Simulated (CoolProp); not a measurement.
R125 along the isobar 4.32 MPa: fugacity coefficient from the reference equation and from simpler models built on Tc = 339.2 K, pc = 3.618 MPa, ω = 0.305; each cubic takes its own stable root.

Values from CoolProp's reference Helmholtz-energy equation of state, Lemmon 2005.

```json
[
 {"T (K)": "203.3", "phase": "liquid", "reference": "0.008354", "van der Waals": "0.08912", "Redlich-Kwong": "0.02043", "Peng-Robinson": "0.008474"},
 {"T (K)": "215", "phase": "liquid", "reference": "0.01626", "van der Waals": "0.1177", "Redlich-Kwong": "0.03510", "Peng-Robinson": "0.01635"},
 {"T (K)": "226.8", "phase": "liquid", "reference": "0.02914", "van der Waals": "0.1511", "Redlich-Kwong": "0.05620", "Peng-Robinson": "0.02916"},
 {"T (K)": "238.6", "phase": "liquid", "reference": "0.04851", "van der Waals": "0.1888", "Redlich-Kwong": "0.08453", "Peng-Robinson": "0.04840"},
 {"T (K)": "250.3", "phase": "liquid", "reference": "0.07556", "van der Waals": "0.2301", "Redlich-Kwong": "0.1203", "Peng-Robinson": "0.07530"},
 {"T (K)": "262.1", "phase": "liquid", "reference": "0.1120", "van der Waals": "0.2754", "Redlich-Kwong": "0.1642", "Peng-Robinson": "0.1115"},
 {"T (K)": "273.9", "phase": "liquid", "reference": "0.1583", "van der Waals": "0.3237", "Redlich-Kwong": "0.2157", "Peng-Robinson": "0.1578"},
 {"T (K)": "285.6", "phase": "liquid", "reference": "0.2145", "van der Waals": "0.3740", "Redlich-Kwong": "0.2736", "Peng-Robinson": "0.2137"},
 {"T (K)": "297.4", "phase": "liquid", "reference": "0.2810", "van der Waals": "0.4266", "Redlich-Kwong": "0.3377", "Peng-Robinson": "0.2797"},
 {"T (K)": "309.2", "phase": "liquid", "reference": "0.3564", "van der Waals": "0.4803", "Redlich-Kwong": "0.4061", "Peng-Robinson": "0.3542"},
 {"T (K)": "320.9", "phase": "liquid", "reference": "0.4383", "van der Waals": "0.5336", "Redlich-Kwong": "0.4762", "Peng-Robinson": "0.4342"},
 {"T (K)": "332.7", "phase": "liquid", "reference": "0.5250", "van der Waals": "0.5865", "Redlich-Kwong": "0.5466", "Peng-Robinson": "0.5171"},
 {"T (K)": "344.5", "phase": "supercritical", "reference": "0.6100", "van der Waals": "0.6365", "Redlich-Kwong": "0.6125", "Peng-Robinson": "0.5949"},
 {"T (K)": "356.2", "phase": "supercritical", "reference": "0.6690", "van der Waals": "0.6791", "Redlich-Kwong": "0.6623", "Peng-Robinson": "0.6492"},
 {"T (K)": "368", "phase": "supercritical", "reference": "0.7094", "van der Waals": "0.7101", "Redlich-Kwong": "0.6976", "Peng-Robinson": "0.6887"}
]
```
